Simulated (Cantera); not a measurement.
A perfectly stirred reactor is fed with CH4 : O2 : N2 = 1 : 2.08 : 7.83 (molar parts), equivalence ratio 0.96, at 220000 Pa; it is adiabatic with a 550 K inlet, and is followed from long to short residence time, starting on the burning branch (τ in s: 0.46, 0.19, 0.075, 0.031, 0.012, 0.005, 0.002, 0.00083, 0.00034, 0.00014, 5.5e-05, 2.2e-05).

Model: GRI-Mech 3.0 (53 species, 325 reactions), integrated in Cantera.

What does this change do: CH4 1 to 1.4 parts?


```
quantity                                                                      before                                after
------------------------------------------------  ----------------------------------  -----------------------------------
blow-out, bracketed by the residence times tried  burning at 55.0 µs, out at 22.0 µs  burning at 0.140 ms, out at 55.0 µs
x(CH4) at τ = 0.460 s                                                        2.92e-7                              1.22e-5
x(O2) at τ = 0.460 s                                                          0.0103                              1.99e-5
x(NO2) at τ = 0.460 s                                                        1.15e-6                              1.45e-9
x(NO) at τ = 0.460 s                                                         0.00331                             0.000123
x(CO2) at τ = 0.460 s                                                         0.0824                               0.0472
x(CH4) at τ = 2.00 ms                                                        3.62e-5                             0.000261
x(O2) at τ = 2.00 ms                                                          0.0157                             0.000867
x(NO2) at τ = 2.00 ms                                                        1.62e-7                              6.69e-9
x(NO) at τ = 2.00 ms                                                        0.000454                             0.000317
x(CO2) at τ = 2.00 ms                                                         0.0754                               0.0466
```
